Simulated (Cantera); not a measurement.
**MgO + Br2 + N2 + H2O (chemical vapour transport)**

Feed: 1 mol MgO, 0.034 mol Br2, 0.77 mol N2, 0.038 mol H2O, held at 0.0240 bar.

Method: chemical equilibrium by Gibbs-energy minimisation in Cantera with the NASA 1993 tables (ideal gas, pure condensed phases). Candidate condensed phases: Br2, H2O, Mg, MgBr2, MgO, Mg(OH)2; 36 gas species. Kinetics and transport are ignored.

```csv
T (K),x N2,x Br,x H2O,x Br2,x HBr,n MgO(s)
1000,0.910,0.00677,0.0416,0.0335,0.00657,1.00
1050,0.907,0.0113,0.0405,0.0301,0.00858,1.000
1100,0.904,0.0174,0.0393,0.0259,0.0107,1.000
1150,0.900,0.0250,0.0381,0.0209,0.0126,1.000
1200,0.896,0.0333,0.0371,0.0158,0.0143,1.000
1250,0.892,0.0413,0.0363,0.0110,0.0153,1.000
1300,0.889,0.0481,0.0359,0.00719,0.0159,1.000
1350,0.886,0.0533,0.0358,0.00447,0.0159,1.000
1400,0.885,0.0569,0.0359,0.00271,0.0156,1.000
1450,0.884,0.0594,0.0361,0.00164,0.0151,1.000
1500,0.883,0.0611,0.0363,0.00100,0.0145,1.000
1550,0.883,0.0623,0.0366,0.000622,0.0139,1.000
```
x: gas mole fraction; n: condensed amount in mol.

From 1000 K to 1550 K the condensed part is MgO(s). The main Mg-bearing gas is MgBr2 throughout.
